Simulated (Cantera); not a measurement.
Input (Python, Cantera):

```python
import numpy as np
import cantera as ct

gas = ct.Solution("gri30.yaml")


def delay(T, t_max=10):
    gas.TPX = T, 3300000, {'CO': 1, 'H2': 0.38, 'O2': 0.69, 'N2': 2.59}
    reactor = ct.IdealGasConstPressureReactor(gas, clone=False)
    net = ct.ReactorNet([reactor])
    net.rtol, net.atol = 1e-8, 1e-16
    while net.time < t_max:
        t_old, T_old = net.time, reactor.T
        net.step()
        if reactor.T > T + 400:  # ignition: a rise of 400 K
            return t_old + (T + 400 - T_old) / (reactor.T - T_old) * (net.time - t_old)
    return np.nan


taus = []
for T in [875, 950, 1025, 1100, 1175, 1250]:
    taus.append(delay(T))
    print(f"T0 = {T:6g} K   tau = {taus[-1]:.4e} s")
```

Result:

```
T0 =    875 K   tau = 6.0134e-02 s
T0 =    950 K   tau = 8.3376e-03 s
T0 =   1025 K   tau = 1.5268e-03 s
T0 =   1100 K   tau = 3.4358e-04 s
T0 =   1175 K   tau = 8.9656e-05 s
T0 =   1250 K   tau = 2.5760e-05 s
```

Computed with Cantera and GRI-Mech 3.0 (53 species, 325 reactions). The hydrogen kinetics of GRI-Mech 3.0 are dated; newer H2 mechanisms differ, most at raised pressure. The pressure lies above the range GRI-Mech 3.0 was tuned for (to about 10 atm). Below about 950 K walls govern HO2 and H2O2 in real vessels.
